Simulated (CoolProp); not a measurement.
Saturation properties of isobutene.

Model: reference Helmholtz-energy equation of state, Lemmon 2005, in CoolProp. It is a short technical equation, of lower accuracy than the large ones.

```
T (°C)  p (kPa)  vapour density (kg/m³)  enthalpy of vaporisation (kJ/kg)  liquid cp (kJ/(kg K))  surface tension (mN/m)
------  -------  ----------------------  --------------------------------  ---------------------  ----------------------
42.95     508.0                   12.40                             337.8                  2.485                    9.61
49.75     606.5                   14.77                             329.1                  2.531                    8.83
56.65     720.3                   17.53                             319.8                  2.581                    8.05
63.45     847.3                   20.66                             310.1                  2.636                    7.29
70.25     989.9                   24.25                             299.9                  2.697                    6.55
77.15      1152                   28.45                             288.8                  2.766                    5.82
83.95      1330                   33.22                             277.0                  2.844                    5.11
90.75      1528                   38.75                             264.4                  2.935                    4.42
97.55      1747                   45.20                             250.7                  3.045                    3.74
104.45     1991                   52.91                             235.4                  3.184                    3.09
111.25     2257                   62.00                             218.6                  3.366                    2.46
118.05     2549                   73.09                             199.6                  3.623                    1.86
124.95     2874                   87.29                             177.1                  4.040                    1.29
```

It boils at -7.0 °C under 1 atm.

Surface tension comes from a separate correlation (Mulero 2012).
